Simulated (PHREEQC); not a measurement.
A solution holds 54 mmol/kgw NH4HF2, 34 mmol/kgw (NH4)2SiF6, 0.8 mmol/kgw H3PO4 and 4.2 mmol/kgw HCl, at 70 °C. Closed to the air; pH follows from the charge balance.

Equilibrium calculation in PHREEQC: ion-association model, phreeqc.dat.

This is a speciation only: nothing precipitates in the calculation.

Question: Order these F species by the share of F that they hold, largest first: HF2-, HF, F-, SiF6-2.

Answer: SiF6-2 (65 %), HF (16 %), F- (13 %), HF2- (5.6 %)

The pH is 3.31 and the ionic strength 0.157 mol/kgw. Complexes and solids missing from the database can't appear. Away from 25 °C the constants follow the database's enthalpies or fits; those with neither stay at their 25 °C values. SiF6-2 is the database's only silicon fluoride.
